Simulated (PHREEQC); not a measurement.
**Acid mine or pickling water**

Model water analysis in mg/L, 25 °C, pH 3.06, pe 10.3: Na 24.1; K 0.00787; Ca 35.5; Mg 41; Cl 24.1; S(6) as SO4 361; Al 0.247.

Valence states are taken as typed.

Equilibrium calculation in PHREEQC: ion-association model, phreeqc.dat.

The ionic strength is 0.0115 mol/kgw and the specific conductance is 1020 µS/cm. The total alkalinity comes out as -1.14 meq/kg. The charge-balance error is -6.4 %.

| species | molality | activity | log γ |
|---|---|---|---|
| SO4-2 | 0.00300 | 0.00195 | -0.186 |
| Mg+2 | 0.00130 | 0.000855 | -0.181 |
| Na+ | 0.00104 | 0.000932 | -0.047 |
| H+ | 0.000958 | 0.000871 | -0.042 |
| Ca+2 | 0.000721 | 0.000472 | -0.184 |
| Cl- | 0.000680 | 0.000608 | -0.048 |
| MgSO4 | 0.000391 | 0.000392 | 0.001 |
| HSO4- | 0.000185 | 0.000166 | -0.048 |
| CaSO4 | 0.000164 | 0.000164 | 0.001 |
| NaSO4- | 1.01e-5 | 9.13e-6 | -0.046 |

Precipitation was switched off in this run. Complexes and solids missing from the database can't appear.
